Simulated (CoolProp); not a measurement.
Octamethyltrisiloxane (MDM) along the isobar 1.1 MPa: fugacity coefficient from the reference equation and from simpler models built on Tc = 565.4 K, pc = 1.438 MPa, ω = 0.528; each cubic takes its own stable root.

Values from CoolProp's reference Helmholtz-energy equation of state, Thol 2017.

| T (K) | phase | reference |
|---|---|---|
| 384.6 | liquid | 0.02938 |
| 395.7 | liquid | 0.04174 |
| 406.9 | liquid | 0.05788 |
| 418 | liquid | 0.07807 |
| 429.2 | liquid | 0.1032 |
| 440.3 | liquid | 0.1333 |
| 451.5 | liquid | 0.1693 |
| 462.6 | liquid | 0.2109 |
| 473.8 | liquid | 0.2589 |
| 484.9 | liquid | 0.3124 |
| 496.1 | liquid | 0.3724 |
| 507.2 | liquid | 0.4373 |
| 518.4 | liquid | 0.5077 |

Q: How far does each simpler model (van der Waals, Redlich-Kwong, Soave-Redlich-Kwong, Peng-Robinson) lie from the reference over these 13 states: mean and median of the absolute difference, and the worst?

A: 
- van der Waals: mean 230.1 %, median 159.5 %, worst +679.8 % at 384.6 K and 1.1 MPa
- Redlich-Kwong: mean 90.3 %, median 73.2 %, worst +219.9 % at 384.6 K and 1.1 MPa
- Soave-Redlich-Kwong: mean 1.3 %, median 1.3 %, worst +2.0 % at 507.2 K and 1.1 MPa
- Peng-Robinson: mean 0.9 %, median 1.1 %, worst -1.2 % at 518.4 K and 1.1 MPa
